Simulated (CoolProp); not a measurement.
Saturation properties of carbonyl sulfide.

Computed with CoolProp (reference Helmholtz-energy equation of state, Lemmon 2006). It is a short technical equation, of lower accuracy than the large ones.

| T (°C) | p (MPa) | liquid density (kg/m³) | enthalpy of vaporisation (kJ/kg) | surface tension (mN/m) |
|---|---|---|---|---|
| 2.75 | 0.7051 | 1051 | 267.7 | 11.6 |
| 10.25 | 0.8718 | 1031 | 260.6 | 10.4 |
| 17.75 | 1.066 | 1011 | 253.0 | 9.27 |
| 25.15 | 1.286 | 989.9 | 244.9 | 8.20 |
| 32.65 | 1.542 | 967.4 | 236.2 | 7.14 |
| 40.15 | 1.832 | 943.7 | 226.7 | 6.13 |
| 47.55 | 2.155 | 918.8 | 216.6 | 5.18 |
| 55.05 | 2.523 | 891.9 | 205.3 | 4.26 |
| 62.55 | 2.935 | 862.6 | 192.9 | 3.40 |
| 69.95 | 3.387 | 831.0 | 179.1 | 2.61 |
| 77.45 | 3.895 | 795.2 | 163.2 | 1.87 |

It boils at -50.2 °C under 1 atm.

Surface tension comes from a separate correlation (Mulero 2012).
